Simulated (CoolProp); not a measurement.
Values from CoolProp's reference Helmholtz-energy equation of state, Penoncello 2003.

Q: For CHF3 (R23), give the phase and the speed of sound (m/s), viscosity (µPa s), conductivity (mW/(m K)) at 344.5 K and 2 MPa; 400.4 K and 2 MPa; 475 K and 2 MPa.

A: 
- 344.5 K and 2 MPa: gas; speed of sound 206, viscosity 17.4, conductivity 18.6
- 400.4 K and 2 MPa: gas; speed of sound 227, viscosity 19.7, conductivity 21.3
- 475 K and 2 MPa: gas; speed of sound 250, viscosity 22.7, conductivity 25.1

Viscosity comes from a separate model (Shan 2000). Thermal conductivity comes from a separate model (Shan 2000).
